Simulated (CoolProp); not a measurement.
Vapour-liquid equilibrium of benzene (1) + n-nonane (2) at 0.808 MPa; x and y are mole fractions of (1).

The numbers come from the multi-fluid Helmholtz-energy mixture model, Thol 2012 and Lemmon 2006; pair parameters Bell 2016 in CoolProp.

```csv
x,"bubble temperature, mixture model (°C)","bubble temperature, Raoult's law (°C)","y, mixture model","y, Raoult's law"
0.05,…,243.0,0.140,0.168
0.2,…,223.1,…,0.507
0.35,205.4,207.6,0.652,0.702
0.5,…,195.1,…,0.822
0.65,…,184.9,0.860,0.900
0.8,…,176.3,0.927,0.953
0.95,169.0,169.0,0.983,0.990
```

### Question
Complete the blanks.

### Answer

- 0.05, bubble temperature, mixture model (°C): 242.7
- 0.2, bubble temperature, mixture model (°C): 221.4
- 0.2, y, mixture model: 0.459
- 0.5, bubble temperature, mixture model (°C): 193.5
- 0.5, y, mixture model: 0.774
- 0.65, bubble temperature, mixture model (°C): 184.0
- 0.8, bubble temperature, mixture model (°C): 176.0

The largest gap from Raoult's law is -2.2 K in bubble temperature, at x = 0.35. No azeotrope shows between x = 0.05 and 0.95.

The pair parameters rest on a limited set of measurements; away from them the model extrapolates.
